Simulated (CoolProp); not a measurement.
The fluoroketone C6F12O (FK-5-1-12) along the isobar 11100 kPa: density (kg/m³) from the reference equation and from simpler models built on Tc = 168.7 °C, pc = 1869 kPa, ω = 0.471; each cubic takes its own stable root.

Computed with CoolProp (reference Helmholtz-energy equation of state, McLinden 2015).

| T (°C) | phase | reference |
|---|---|---|
| -17.55 | liquid | 1755 |
| 6.85 | liquid | 1694 |
| 31.35 | liquid | 1632 |
| 55.75 | liquid | 1569 |
| 80.15 | liquid | 1504 |
| 104.65 | liquid | 1436 |
| 129.05 | liquid | 1367 |
| 153.55 | liquid | 1294 |
| 177.95 | supercritical | 1218 |
| 202.45 | supercritical | 1140 |
| 226.85 | supercritical | 1060 |

How far does each simpler model (van der Waals, Redlich-Kwong, Soave-Redlich-Kwong, Peng-Robinson) lie from the reference over these 11 states: mean and median of the absolute difference, and the worst?


- van der Waals: mean 30.8 %, median 32.1 %, worst -38.1 % at -17.55 °C and 11100 kPa
- Redlich-Kwong: mean 7.7 %, median 8.4 %, worst -11.4 % at -17.55 °C and 11100 kPa
- Soave-Redlich-Kwong: mean 6.3 %, median 6.2 %, worst -8.3 % at -17.55 °C and 11100 kPa
- Peng-Robinson: mean 4.6 %, median 4.7 %, worst +5.8 % at 104.65 °C and 11100 kPa
